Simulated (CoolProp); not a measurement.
Vapour-liquid equilibrium of cyclohexane (1) + ethylbenzene (2) at 324.1 K; x and y are mole fractions of (1).

Values from CoolProp's multi-fluid Helmholtz-energy mixture model, Zhou 2014 and Zhou 2012; pair parameters Bell 2016.

Give the bubble pressure and the first vapour's composition at x = 0.05, 0.2, 0.95. Is there an azeotrope?

x = 0.05: 0.007025 MPa, y = 0.335; x = 0.2: 0.01313 MPa, y = 0.697; x = 0.95: 0.03608 MPa, y = 0.990. No azeotrope shows between x = 0.05 and 0.95.

The pair parameters rest on a limited set of measurements; away from them the model extrapolates.
